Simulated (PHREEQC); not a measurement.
A solution holds 75 mmol/kgw HF, 0.085 mmol/kgw (NH4)2SiF6, 0.0315 mmol/kgw HBF4 and 0.021 mmol/kgw H2SO4, at 5.8 °C. Closed to the air; pH follows from the charge balance.

All values are PHREEQC results (ion-association model, phreeqc.dat), not measurements.

**Question.** The ionic strength comes out as 0.00961 mol/kgw. What activity coefficients do BF4-, HSO4-, H+, SiF6-2, HF2- get?

**Answer.** BF4- 0.91, HSO4- 0.91, H+ 0.92, SiF6-2 0.68, HF2- 0.91.

No solid was allowed to form. Away from 25 °C the constants follow the database's enthalpies or fits; those with neither stay at their 25 °C values. SiF6-2 is the database's only silicon fluoride. Real BF4- forms and hydrolyses slowly; the run takes it at equilibrium.
